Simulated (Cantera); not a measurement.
Input: 1 mol Pb, 0.57 mol NH3, 52 mol N2, equilibrated at 47.3 Torr.

Equilibrium computed with Cantera from the NASA thermochemical tables; the gas is ideal and each condensed phase is pure. Candidate condensed phases: Pb; 11 gas species. Rates play no part. All values below are at 950 K.

Base state: N2 0.984, H2 0.0161, Pb 7.99e-5 (mole fractions); condensed: Pb(l).

Question: What changes in the equilibrium state with this change: NH3 from 0.57 to 1.1 mol?

Answer: 
```
species      before    after
----------  -------  -------
N2            0.984    0.969
H2           0.0161   0.0304
Pb          7.99e-5  7.99e-5
Pb(l), mol    0.996    0.996
```
